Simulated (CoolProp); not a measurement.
Properties of R143a along the isobar 0.101 MPa (Tc = 72.7 °C, pc = 3.762 MPa, ω = 0.261).

Computed with CoolProp (reference Helmholtz-energy equation of state, Lemmon and Jacobsen 2000).

```json
[
 {"T (°C)": "41.75", "phase": "gas", "density (kg/m³)": "3.288", "speed of sound (m/s)": "184.3", "Joule-Thomson coefficient (K/MPa)": "15.62"},
 {"T (°C)": "63.95", "phase": "gas", "density (kg/m³)": "3.062", "speed of sound (m/s)": "190.7", "Joule-Thomson coefficient (K/MPa)": "12.53"},
 {"T (°C)": "86.15", "phase": "gas", "density (kg/m³)": "2.866", "speed of sound (m/s)": "196.8", "Joule-Thomson coefficient (K/MPa)": "10.30"},
 {"T (°C)": "108.35", "phase": "gas", "density (kg/m³)": "2.695", "speed of sound (m/s)": "202.6", "Joule-Thomson coefficient (K/MPa)": "8.627"},
 {"T (°C)": "130.55", "phase": "gas", "density (kg/m³)": "2.544", "speed of sound (m/s)": "208.3", "Joule-Thomson coefficient (K/MPa)": "7.341"},
 {"T (°C)": "152.75", "phase": "gas", "density (kg/m³)": "2.408", "speed of sound (m/s)": "213.8", "Joule-Thomson coefficient (K/MPa)": "6.324"},
 {"T (°C)": "174.95", "phase": "gas", "density (kg/m³)": "2.287", "speed of sound (m/s)": "219.1", "Joule-Thomson coefficient (K/MPa)": "5.504"},
 {"T (°C)": "197.15", "phase": "gas", "density (kg/m³)": "2.178", "speed of sound (m/s)": "224.3", "Joule-Thomson coefficient (K/MPa)": "4.831"}
]
```
